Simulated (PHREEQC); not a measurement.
0.019 g of hydrous ferric oxide (600 m²/g; 0.2 weak and 0.005 strong sites per Fe, Dzombak-Morel constants, diffuse double layer) in 1 kg of water with 0.05 mol/kgw of an inert sodium salt, at 25 °C; the pH is set by adding NaOH or the inert anion's acid. O2 is buffered at 0.21 atm. No CO2 enters from the air. No solid was allowed to form.

All values are PHREEQC results (ion-association model, wateq4f.dat), not measurements.

| pH | surface charge σ (C/m²) | surface potential ψ (mV) |
|---|---|---|
| 3 | 0.357 | 169 |
| 3.67 | 0.323 | 165 |
| 4.33 | 0.258 | 153 |
| 5 | 0.181 | 135 |
| 5.67 | 0.115 | 112 |
| 6.33 | 0.067 | 86 |
| 7 | 0.034 | 56 |
| 7.67 | 0.012 | 22 |
| 8.33 | -0.006 | -11 |
| 9 | -0.026 | -45 |
| 9.67 | -0.055 | -76 |
| 10.33 | -0.097 | -104 |
| 11 | -0.158 | -128 |

The oxide is taken as insoluble; below pH 4 it would dissolve.
